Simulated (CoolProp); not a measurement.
Vapour-liquid equilibrium of cyclopentane (1) + octamethylcyclotetrasiloxane (D4) (2) at 74.85 °C; x and y are mole fractions of (1).

Values from CoolProp's multi-fluid Helmholtz-energy mixture model, Gedanitz 2015 and Thol 2015; pair parameters Bell 2016.

```
x     bubble pressure, mixture model (bar)  bubble pressure, Raoult's law (bar)  y, mixture model  y, Raoult's law
----  ------------------------------------  -----------------------------------  ----------------  ---------------
0.05                                0.1025                               0.1362             0.738            0.804
0.2                                 0.3455                               0.4607             0.933            0.951
0.35                                0.6217                               0.7852                 …            0.977
0.5                                      …                                1.110                 …            0.987
0.65                                     …                                1.434             0.992            0.993
0.8                                  1.670                                1.759             0.997            0.997
0.95                                     …                                2.083             0.999            0.999
```

### Question
Fill in the missing entries.

### Answer

- 0.35, y, mixture model: 0.970
- 0.5, bubble pressure, mixture model (bar): 0.9341
- 0.5, y, mixture model: 0.985
- 0.65, bubble pressure, mixture model (bar): 1.284
- 0.95, bubble pressure, mixture model (bar): 2.068

The largest gap from Raoult's law is -25.0 % in bubble pressure, at x = 0.2. No azeotrope shows between x = 0.05 and 0.95.

Pair parameters are fitted to limited data, so mixtures are less certain than the pure fluids.
